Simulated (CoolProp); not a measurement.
Vapour-liquid equilibrium of acetone (1) + ethanol (2) at 18.6 bar; x and y are mole fractions of (1).

Computed with CoolProp (multi-fluid Helmholtz-energy mixture model, Lemmon 2006 and Schroeder 2014; pair parameters Bell 2016).

| x | bubble temperature, mixture model (°C) | bubble temperature, Raoult's law (°C) | y, mixture model | y, Raoult's law |
|---|---|---|---|---|
| 0.05 | 176.1 | 177.1 | … | 0.051 |
| 0.15 | 174.4 | 177.0 | 0.182 | 0.152 |
| 0.25 | 173.1 | 176.9 | 0.284 | 0.253 |
| 0.35 | 172.3 | 176.9 | 0.377 | 0.353 |
| 0.45 | 171.7 | 176.8 | … | 0.454 |
| 0.55 | 171.6 | 176.7 | 0.550 | 0.554 |
| 0.65 | … | 176.7 | … | 0.653 |
| 0.75 | 172.4 | 176.6 | 0.727 | 0.753 |
| 0.85 | 173.5 | 176.5 | … | 0.852 |
| 0.95 | … | 176.4 | 0.938 | 0.951 |

What belongs in the gaps?


- 0.05, y, mixture model: 0.065
- 0.45, y, mixture model: 0.464
- 0.65, bubble temperature, mixture model (°C): 171.8
- 0.65, y, mixture model: 0.636
- 0.85, y, mixture model: 0.827
- 0.95, bubble temperature, mixture model (°C): 175.2

The largest gap from Raoult's law is -5.1 K in bubble temperature, at x = 0.55. y crosses x between x = 0.45 and 0.55: the model has an azeotrope there.

The pair parameters rest on a limited set of measurements; away from them the model extrapolates.
